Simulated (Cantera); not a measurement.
Si + NF₃ + H₂ (silicon etching in halogen gases)

A closed system holds: 1 mol Si, a varied amount of NF₃, 6.4 mol H₂, equilibrated at 1298.15 K and 0.133 bar.

Equilibrium computed with Cantera from the NASA thermochemical tables; the gas is ideal and each condensed phase is pure. Candidate condensed phases: Si, Si₃N₄; 37 gas species. The tables' values for SiF₃, SiF₂ are old estimates; treat these amounts as uncertain. Equilibrium is a limit: real reactors are often held back by kinetics, nucleation or transport.

From 0.74 mol NF₃ to 1.2 mol NF₃ the condensed part is Si₃N₄(s). From 1.5 mol NF₃ to 6 mol NF₃ nothing is condensed. The main Si-bearing gas is SiF₄ throughout.

```tsv
n(NF₃) (mol)	log p H₂	log p HF	log p N₂	log p SiF₄	log p F	n Si₃N₄(s)
0.74	-0.92	-3.50	-2.85	-2.00	<-12	0.147
0.88	-0.93	-3.42	-2.41	-1.93	<-12	0.113
1	-0.94	-3.39	-2.23	-1.89	<-12	0.0830
1.2	-0.96	-3.35	-2.04	-1.83	<-12	0.0331
1.5	-1.01	-2.10	-1.92	-1.80	-12.85	0
1.8	-1.07	-1.68	-1.88	-1.83	-12.41	0
2.1	-1.14	-1.50	-1.84	-1.86	-12.19	0
2.5	-1.22	-1.35	-1.80	-1.89	-12.00	0
3	-1.34	-1.23	-1.76	-1.93	-11.82	0
3.6	-1.50	-1.14	-1.72	-1.98	-11.65	0
4.2	-1.69	-1.08	-1.69	-2.01	-11.49	0
5.1	-2.19	-1.02	-1.66	-2.07	-11.18	0
6	<-12	-1.02	-1.65	-2.13	-2.06	0
```
log p: log10 of the partial pressure in bar; n: condensed amount in mol.
